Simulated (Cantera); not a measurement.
Mixture: CO : H₂ : O₂ : N₂ = 1 : 0.032 : 0.369 : 1.39 (molar parts), equivalence ratio 1.4, at 5.00 bar, adiabatic and at constant volume. Ignition delay is the time to a rise of 400 K.

Model: GRI-Mech 3.0 (53 species, 325 reactions), integrated in Cantera. The hydrogen kinetics of GRI-Mech 3.0 are dated; newer H2 mechanisms differ, most at raised pressure. Below about 950 K walls govern HO2 and H2O2 in real vessels.

Question: What does this change do: N2 1.39 to 2.2 parts?

Answer: 
```
quantity           before     after
---------------  --------  --------
delay at 875 K    0.117 s   0.166 s
delay at 975 K    5.99 ms   8.50 ms
delay at 1075 K  0.493 ms  0.687 ms
delay at 1175 K   74.6 µs  0.101 ms
delay at 1275 K   29.5 µs   40.4 µs
delay at 1375 K   17.7 µs   24.8 µs
```

Question: What does this change do: 0.28 parts H2O added?

Answer: 
```json
[
 {"quantity": "delay at 875 K", "before": "0.117 s", "after": "0.191 s"},
 {"quantity": "delay at 975 K", "before": "5.99 ms", "after": "11.2 ms"},
 {"quantity": "delay at 1075 K", "before": "0.493 ms", "after": "1.15 ms"},
 {"quantity": "delay at 1175 K", "before": "74.6 µs", "after": "0.168 ms"},
 {"quantity": "delay at 1275 K", "before": "29.5 µs", "after": "43.1 µs"},
 {"quantity": "delay at 1375 K", "before": "17.7 µs", "after": "20.1 µs"},
 {"quantity": "apparent activation energy between 1175 and 1375 K", "before": "96 kJ/mol", "after": "140 kJ/mol"}
]
```
